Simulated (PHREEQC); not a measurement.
Dissolve 2 mmol/kgw NiSO4 and 0.23 mmol/kgw NaF at 25 °C. Closed to the air; pH follows from the charge balance.

Model: ion-association model, wateq4f.dat, run in PHREEQC.

```csv
quantity,before,after
pH,6.45,6.32
ionic strength (mol/kgw),0.00708,0.00702
SO4-2 (mol/kgw),0.00172,0.00170
Ni+2 (mol/kgw),0.00171,0.00169
NiSO4 (mol/kgw),0.000283,0.000299
NiF+ (mol/kgw),5.37e-6,5.29e-6
SI of Morenosite (NiSO4:7H2O),-3.48,-3.56
```

Problem. What was changed between the two runs?
(A) NiSO4 from 0.002 to 0.003 mol/kgw
(B) temperature from 25 to 35 °C
(C) NaF from 0.00023 to 0.000115 mol/kgw
(D) diluted 100-fold with water
(E) 0.0011 mol/kgw NaCl added

Solution. B, temperature from 25 to 35 °C

This is a speciation only: nothing precipitates in the calculation. In wateq4f.dat the enthalpy of Ni(OH)2 has the wrong sign, so its saturation index can't be trusted away from 25 °C.
